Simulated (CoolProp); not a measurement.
Vapour-liquid equilibrium of CF4 (R14) (1) + R13 (2) at 156.2 K; x and y are mole fractions of (1).

Values from CoolProp's multi-fluid Helmholtz-energy mixture model, Platzer 1990 and Platzer 1990; pair parameters Bell 2016. This equation is an older, rougher fit; its heat capacities, sound speeds and derivatives of the liquid may be far off and weren't checked against measurements.

| x | bubble pressure, mixture model (MPa) | bubble pressure, Raoult's law (MPa) | y, mixture model | y, Raoult's law |
|---|---|---|---|---|
| 0.05 | 0.02453 | 0.01910 | 0.641 | 0.544 |
| 0.15 | 0.05152 | 0.03898 | 0.843 | 0.800 |
| 0.25 | 0.07458 | 0.05886 | 0.901 | 0.883 |
| 0.35 | (withheld) | 0.07873 | (withheld) | 0.924 |
| 0.45 | 0.1129 | 0.09861 | 0.947 | 0.949 |
| 0.55 | (withheld) | 0.1185 | 0.960 | 0.965 |
| 0.65 | 0.1461 | 0.1384 | 0.970 | 0.977 |
| 0.75 | (withheld) | 0.1582 | (withheld) | 0.986 |
| 0.85 | 0.1796 | 0.1781 | 0.988 | 0.992 |
| 0.95 | 0.1980 | 0.1980 | (withheld) | 0.998 |

Task: Complete the blanks.

Result: 
- 0.35, bubble pressure, mixture model (MPa): 0.09475
- 0.35, y, mixture model: 0.930
- 0.55, bubble pressure, mixture model (MPa): 0.1298
- 0.75, bubble pressure, mixture model (MPa): 0.1625
- 0.75, y, mixture model: 0.979
- 0.95, y, mixture model: 0.996

The largest gap from Raoult's law is +32.2 % in bubble pressure, at x = 0.15. No azeotrope shows between x = 0.05 and 0.95.

The pair parameters rest on a limited set of measurements; away from them the model extrapolates.
